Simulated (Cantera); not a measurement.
Input: 1 mol SF6, 0.12 mol H2, 38 mol N2, equilibrated at 1750 °C and 25.5 Torr.

Equilibrium computed with Cantera from the NASA thermochemical tables; the gas is ideal and each condensed phase is pure. The tables' values for S2F2 (SSF2), SF3 are old estimates; treat these amounts as uncertain. Kinetics and transport are ignored.

```csv
species,before,after
N2,0.875,0.882
F,0.0979,0.0895
SF2,0.0149,0.0198
S2,0.00143,0.000141
SF4,8.25e-6,7.89e-5
S,0.000758,0.000139
SF3,0.000200,0.000710
SF,0.00359,0.00177
S2F2 (SSF2),0.000327,0.000233
```
Gas species are given as mole fractions.

### Question
What was changed between the two runs?
A. 0.12 mol H2S added
B. temperature from 1750 °C to 1302 °C
C. N2 from 38 to 2.7 mol
D. pressure from 25.5 Torr to 75.0 Torr

### Answer
D, pressure from 25.5 Torr to 75.0 Torr. The tables' values for SF3, S2F2 (SSF2) are old estimates; treat these amounts as uncertain
